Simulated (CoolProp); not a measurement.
Saturation properties of R1336mzz(Z) (Tc = 171.3 °C, pc = 2904 kPa, ω = 0.386).

Model: reference Helmholtz-energy equation of state, McLinden 2020, in CoolProp.

| T (°C) | p (kPa) | liquid cp (kJ/(kg K)) | vapour Z |
|---|---|---|---|
| 30.95 | 92.36 | 1.233 | 0.9511 |
| 41.05 | 132.8 | 1.254 | 0.9372 |
| 51.15 | 185.8 | 1.276 | 0.9209 |
| 61.15 | 253.3 | 1.299 | 0.9023 |
| 71.25 | 339.0 | 1.323 | 0.8808 |
| 81.35 | 445.4 | 1.350 | 0.8564 |
| 91.35 | 574.0 | 1.379 | 0.8291 |
| 101.45 | 730.6 | 1.414 | 0.7979 |
| 111.55 | 917.6 | 1.456 | 0.7628 |
| 121.65 | 1139 | 1.510 | 0.7231 |
| 131.65 | 1396 | 1.585 | 0.6781 |

It boils at 33.5 °C under 1 atm.
